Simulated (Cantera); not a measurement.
Input: 1 mol PbO, 1.2 mol C, 8.7 mol N2, 0.87 mol CH4, held at 0.00133 bar.

Method: chemical equilibrium by Gibbs-energy minimisation in Cantera with the NASA 1993 tables (ideal gas, pure condensed phases). Candidate condensed phases: C, C6H6, C7H8, C8H18, H2O, Pb, PbO, PbO2, Pb3O4; 139 gas species. Kinetics and transport are ignored.

Problem. Which condensed phases are stable at each of these points (T (°C)): 527, 727, 927, 1127, 1327, 1527, 1727, 1927, 2127, 2327?

Solution. 
| T (°C) | condensed phases | Pb condensed (%) |
|---|---|---|
| 527 | C(graphite) + Pb(l) | 99.9 |
| 727 | C(graphite) + Pb(l) | 85.9 |
| 927 | C(graphite) | 0.0 |
| 1127 | C(graphite) | 0.0 |
| 1327 | C(graphite) | 0.0 |
| 1527 | C(graphite) | 0.0 |
| 1727 | C(graphite) | 0.0 |
| 1927 | C(graphite) | 0.0 |
| 2127 | C(graphite) | 0.0 |
| 2327 | C(graphite) | 0.0 |

From 527 °C to 727 °C the condensed part is C(graphite) + Pb(l). From 927 °C to 2327 °C the condensed part is C(graphite).
